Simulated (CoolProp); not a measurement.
Vapour-liquid equilibrium of acetone (1) + n-hexane (2) at 362.5 K; x and y are mole fractions of (1).

Model: multi-fluid Helmholtz-energy mixture model, Lemmon 2006 and Thol 2019; pair parameters Bell 2016, in CoolProp.

```csv
x,bubble pressure (kPa),y at the bubble point,dew pressure at overall composition x (kPa),liquid density (mol/L)
0.05,220.8,[?],194.1,7.007
0.2,[?],0.427,223.8,7.456
0.35,311.8,0.527,261.5,7.998
0.5,[?],0.592,[?],[?]
0.65,329.1,0.654,329.0,9.472
0.8,323.8,0.739,315.5,10.47
0.95,298.0,[?],289.6,11.71
```

Problem. What belongs in the gaps?

Solution. 
- 0.05, y at the bubble point: 0.186
- 0.2, bubble pressure (kPa): 283.6
- 0.5, bubble pressure (kPa): 324.7
- 0.5, dew pressure at overall composition x (kPa): 304.6
- 0.5, liquid density (mol/L): 8.659
- 0.95, y at the bubble point: 0.903

y crosses x between x = 0.65 and 0.8: the model has an azeotrope there.

The pair parameters rest on a limited set of measurements; away from them the model extrapolates.
